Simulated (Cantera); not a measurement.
Input (Python, Cantera):

```python
import numpy as np
import cantera as ct

surf = ct.Interface("diamond.yaml", "diamond_100")
gas, bulk = surf.adjacent["gas"], surf.adjacent["diamond"]
k = surf.kinetics_species_index(bulk.species_names[0])
cover = ["c6HH", "c6H*", "c6*H", "c6**", "c6HM", "c6B"]

rows, drift = [], 0.0
print(f"{'P':>10s}{'um/h':>11s}" + "".join(f"{s:>11s}" for s in cover))
for v in [550, 870, 1400, 2200, 3500, 5500, 8700, 14000]:
    T, P, xH, xCH3 = 1325, v, 0.0055, 0.0012
    gas.TPX = T, P, {"H": xH, "CH3": xCH3, "CH4": 0.0049, "H2": 1 - xH - xCH3 - 0.0049}
    surf.TP = bulk.TP = T, P
    surf.coverages = "c6H*:0.1, c6HH:0.9"
    surf.advance_coverages(100.0)
    before = surf.coverages
    surf.advance_coverages(100.0)
    drift = max(drift, np.max(np.abs(surf.coverages - before) / (surf.coverages + 1e-9)))
    rate = surf.net_production_rates[k] * bulk.mean_molecular_weight / bulk.density * 3.6e9
    rows.append([rate, *surf[cover].coverages])
    print(f"{v:10.4g}{rate:11.4e}" + "".join(f"{x:11.3e}" for x in rows[-1][1:]))
```

Result:

```
         P       um/h       c6HH       c6H*       c6*H       c6**       c6HM        c6B
       550 7.4321e-01  3.724e-01  5.148e-02  5.280e-01  4.518e-02  1.752e-04  2.017e-09
       870 1.3492e+00  3.724e-01  5.146e-02  5.278e-01  4.497e-02  2.865e-04  3.661e-09
      1400 2.4473e+00  3.723e-01  5.144e-02  5.275e-01  4.480e-02  4.716e-04  6.641e-09
      2200 4.2770e+00  3.721e-01  5.141e-02  5.271e-01  4.468e-02  7.489e-04  1.161e-08
      3500 7.6401e+00  3.719e-01  5.138e-02  5.266e-01  4.457e-02  1.191e-03  2.073e-08
      5500 1.3690e+01  3.715e-01  5.133e-02  5.259e-01  4.447e-02  1.849e-03  3.715e-08
      8700 2.5417e+01  3.709e-01  5.127e-02  5.248e-01  4.436e-02  2.850e-03  6.897e-08
   1.4e+04 4.9830e+01  3.700e-01  5.117e-02  5.231e-01  4.422e-02  4.377e-03  1.352e-07
```

Detailed kinetics in Cantera: the Harris–Goodwin 1993 mechanism for the reconstructed diamond (100) surface.
